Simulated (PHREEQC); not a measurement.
Model water analysis in mmol/kgw, 88 °C, pH 6.75, pe 9.8:

```
constituent           mmol/kgw
--------------------  --------
Na                     0.00261
K                     0.000552
Ca                     0.00171
Mg                    0.000621
Cl                      0.0034
S(6)                   0.00107
Alkalinity (meq/kgw)   0.00663
Sr                    0.000117
N(5)                  5.19e-06
```

Valence states are taken as typed.

Model: ion-association model, phreeqc.dat, run in PHREEQC.

This is a speciation only: nothing precipitates in the calculation.

### Question
Predict the ionic strength, charge-balance error.

### Answer
ionic strength 1.38e-5 mol/kgw; charge-balance error -20.0 %.

### Question
In which forms is C present?

### Answer
HCO3- 71 %, CO2 29 % of the C.

Constants without temperature data keep their 25 °C values here.
